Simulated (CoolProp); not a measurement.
The numbers come from the reference Helmholtz-energy equation of state, Akasaka 2015 in CoolProp.

**Question.** For R245fa, give the phase and the density (kg/m³), cp (kJ/(kg K)), cv (kJ/(kg K)), conductivity (mW/(m K)) at -37.55 °C and 1140 kPa; -37.55 °C and 9130 kPa; -37.55 °C and 14800 kPa.

**Answer.** 
- -37.55 °C and 1140 kPa: liquid; density 1500, cp 1.19, cv 0.833, conductivity 112
- -37.55 °C and 9130 kPa: liquid; density 1510, cp 1.19, cv 0.837, conductivity 115
- -37.55 °C and 14800 kPa: liquid; density 1520, cp 1.18, cv 0.839, conductivity 116

Thermal conductivity comes from a separate model (Huber 2003), an estimate that may be off by 10 % or more.
